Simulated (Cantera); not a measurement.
Input (Python, Cantera):

```python
import numpy as np
import cantera as ct

gas = ct.Solution("gri30.yaml")
gas.TPX = 1800, 160000, {'CO': 1, 'H2': 0.21, 'O2': 0.252, 'N2': 0.948}
reactor = ct.IdealGasReactor(gas, energy="on", clone=False)
net = ct.ReactorNet([reactor])
net.rtol, net.atol = 1e-08, 1e-16
show = ['CO', 'H2', 'O2', 'OH', 'N2O']
times = np.geomspace(3e-06, 0.6, 14)

steps = ct.SolutionArray(gas, extra=["t"])
rows = []
print(f"{'t/s':>10s}{'T/K':>9s}{'P/Pa':>11s}" + "".join(f"{s:>11s}" for s in show))
for t in times:
    while net.time < t:
        t_next = net.step()
        steps.append(gas.state, t=t_next)
    rows.append([np.interp(t, steps.t, y) for y in (steps.T, steps.P, *steps(*show).X.T)])
    print(f"{t:10.3e}{rows[-1][0]:9.1f}{rows[-1][1]:11.4g}" + "".join(f"{x:11.3e}" for x in rows[-1][2:]))
rate = np.gradient(steps.T, steps.t)
print("integrator steps:", len(steps.t))
if steps.T.max() > steps.T[0] + 200:
    print(f"time of steepest temperature rise: {steps.t[rate.argmax()]:.4e} s")
gas.TPX = 1800, 160000, {'CO': 1, 'H2': 0.21, 'O2': 0.252, 'N2': 0.948}
gas.equilibrate("UV")
print(f"equilibrium (UV): T = {gas.T:.1f} K  " + "  ".join(f"{s} {gas[s].X[0]:.3e}" for s in show))
```

It prints:

```
       t/s      T/K       P/Pa         CO         H2         O2         OH        N2O
 3.000e-06   1800.3    1.6e+05  4.148e-01  8.661e-02  1.043e-01  9.034e-05  2.282e-10
 7.672e-06   1947.9  1.724e+05  3.720e-01  1.542e-02  4.137e-02  1.103e-02  8.757e-08
 1.962e-05   2367.2  2.048e+05  3.280e-01  2.048e-02  1.928e-02  1.573e-02  9.214e-08
 5.017e-05   2811.2  2.361e+05  3.288e-01  2.074e-02  1.427e-02  1.820e-02  1.852e-07
 1.283e-04   3049.9   2.52e+05  3.253e-01  2.024e-02  9.619e-03  1.669e-02  4.036e-07
 3.281e-04   3050.6  2.519e+05  3.260e-01  2.051e-02  8.699e-03  1.599e-02  4.627e-07
 8.390e-04   3047.5  2.516e+05  3.264e-01  2.062e-02  8.452e-03  1.579e-02  4.870e-07
 2.145e-03   3047.4  2.516e+05  3.264e-01  2.062e-02  8.446e-03  1.578e-02  4.877e-07
 5.486e-03   3047.4  2.516e+05  3.264e-01  2.062e-02  8.446e-03  1.578e-02  4.877e-07
 1.403e-02   3047.4  2.516e+05  3.264e-01  2.062e-02  8.446e-03  1.578e-02  4.877e-07
 3.588e-02   3047.4  2.516e+05  3.264e-01  2.062e-02  8.446e-03  1.578e-02  4.877e-07
 9.175e-02   3047.4  2.516e+05  3.264e-01  2.062e-02  8.446e-03  1.578e-02  4.877e-07
 2.346e-01   3047.4  2.516e+05  3.264e-01  2.062e-02  8.446e-03  1.578e-02  4.877e-07
 6.000e-01   3047.4  2.516e+05  3.264e-01  2.062e-02  8.446e-03  1.578e-02  4.877e-07
integrator steps: 1093
time of steepest temperature rise: 6.8763e-06 s
equilibrium (UV): T = 3047.4 K  CO 3.264e-01  H2 2.062e-02  O2 8.446e-03  OH 1.578e-02  N2O 4.877e-07
```

Cantera simulation using GRI-Mech 3.0 (53 species, 325 reactions); the numbers are that mechanism's predictions, not measurements. Above 3000 K some thermodynamic fits are extrapolated.
